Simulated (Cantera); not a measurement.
Input: 1 mol BCl₃, 5.9 mol O₂, 25 mol H₂, held at 1698 K and 1.00 bar.

These are equilibrium values from Cantera (NASA tables, ideal gas, pure condensed phases), not measurements of a reactor. Candidate condensed phases: B, B₂O₃, B₃O₃H₃, H₂O; 33 gas species. The tables' values for BOCl are old estimates; treat these amounts as uncertain. Gases not in the tables: H₃BO₃. Kinetics and transport are ignored.

Base state: H₂ 0.489, H₂O 0.363, HCl 0.111, HBO₂ 0.0362, B₂O₃ 0.000216, H 0.000101, (HBO₂)₃ 9.81e-5, HBO 7.86e-5 (mole fractions); condensed: gas only.

Q: What changes in the equilibrium state with this change: temperature from 1698 K to 1250 K?

A: 
```tsv
species	before	after
H₂	0.489	0.498
H₂O	0.363	0.385
HCl	0.111	0.113
HBO₂	0.0362	0.00102
(HBO₂)₃	9.81e-5	0.00233
B₂O₃	0.000216	4.41e-8
HBO	7.86e-5	1.12e-7
BOCl	2.01e-5	4.59e-8
H	0.000101	3.41e-7
B₂O₃(l), mol	0	0.394
```

Q: What changes in the equilibrium state with this change: temperature from 1698 K to 1275 K?

A: 
```csv
species,before,after
H₂,0.489,0.498
H₂O,0.363,0.385
HCl,0.111,0.113
HBO₂,0.0362,0.00141
(HBO₂)₃,9.81e-5,0.00214
B₂O₃,0.000216,9.19e-8
HBO,7.86e-5,1.91e-7
"B₂O₃(l), mol",0,0.396
```
